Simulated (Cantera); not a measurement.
A closed system holds: 1 mol borazine, 11 mol H₂O, 0.3 mol H₂, held at 1775 K and 60.0 mbar.

Equilibrium computed with Cantera from the NASA thermochemical tables; the gas is ideal and each condensed phase is pure. Candidate condensed phases: B, BN, B₂O₃, B₃O₃H₃, H₂O; 39 gas species. The feed counts by its element totals alone. Kinetics and transport are ignored.

Base state: H₂ 0.450, H₂O 0.296, HBO₂ 0.160, N₂ 0.0867, B₂O₃ 0.00611, H 0.000792, HBO 0.000562, OH 3.24e-5 (mole fractions); condensed: gas only.

Task: What changes in the equilibrium state with this change: temperature from 1775 K to 798.15 K?

Result: 
```tsv
species	before	after
H₂	0.450	0.495
H₂O	0.296	0.404
N₂	0.0867	0.0952
HBO₂	0.160	3.19e-7
(HBO₂)₃	5.93e-6	0.00592
B₂O₃	0.00611	<1e-9
H	0.000792	<1e-9
HBO	0.000562	<1e-9
B₂O₃(l), mol	0	1.36
```
Gases not in the tables: H₃BO₃.

Task: What changes in the equilibrium state with this change: pressure from 60.0 mbar to 13.3 mbar?

Result: 
| species | before | after |
|---|---|---|
| H₂ | 0.450 | 0.449 |
| H₂O | 0.296 | 0.295 |
| HBO₂ | 0.160 | 0.160 |
| H | 0.000792 | 0.00168 |
| N₂ | 0.0867 | 0.0866 |
| OH | 3.24e-5 | 6.88e-5 |
| BO₂ | 2.14e-5 | 4.54e-5 |
| BO | 1.82e-5 | 3.85e-5 |
| HBO | 0.000562 | 0.000561 |
